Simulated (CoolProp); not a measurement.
The fluid at 293.15 K and 5.67 MPa (stagnation) flows isentropically through a choked orifice. The same conditions are run with several fluids, on thermodynamics alone (safety and materials aside).

Computed with CoolProp (reference Helmholtz-energy equation of state of each fluid (dry air: Lemmon 2000; methane: Setzmann 1991; normal hydrogen: Leachman 2009; fluorine: de Reuck 1990)). Blends and air are pseudo-pure fits.

```csv
fluid,throat to inlet pressure ratio,mass flux (kg/(m² s)),throat temperature (K)
dry air,0.520,13700,241.8
methane,0.540,10400,249.9
normal hydrogen,0.519,3520,242.1
fluorine,0.528,15500,245.3
```
